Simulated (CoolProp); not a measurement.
Vapour-liquid equilibrium of R125 (1) + R143a (2) at 1.24 MPa; x and y are mole fractions of (1).

Model: multi-fluid Helmholtz-energy mixture model, Lemmon 2005 and Lemmon and Jacobsen 2000; pair parameters Lemmon 2004, in CoolProp.

| x | bubble temperature, mixture model (K) | bubble temperature, Raoult's law (K) | y, mixture model | y, Raoult's law |
|---|---|---|---|---|
| 0.05 | 297.5 | 297.3 | 0.050 | 0.054 |
| 0.15 | 297.4 | 297.0 | 0.153 | 0.162 |
| 0.25 | 297.2 | 296.6 | 0.256 | 0.267 |
| 0.35 | 297.0 | 296.3 | 0.360 | 0.370 |
| 0.45 | 296.8 | 296.0 | 0.464 | 0.472 |
| 0.55 | 296.4 | 295.6 | 0.566 | 0.572 |
| 0.65 | 296.0 | 295.3 | 0.668 | 0.670 |
| 0.75 | 295.6 | 295.0 | 0.767 | 0.766 |
| 0.85 | 295.1 | 294.7 | 0.863 | 0.861 |
| 0.95 | 294.5 | 294.4 | 0.955 | 0.954 |

The largest gap from Raoult's law is +0.8 K in bubble temperature, at x = 0.45. No azeotrope shows between x = 0.05 and 0.95.

Pair parameters are fitted to limited data, so mixtures are less certain than the pure fluids.
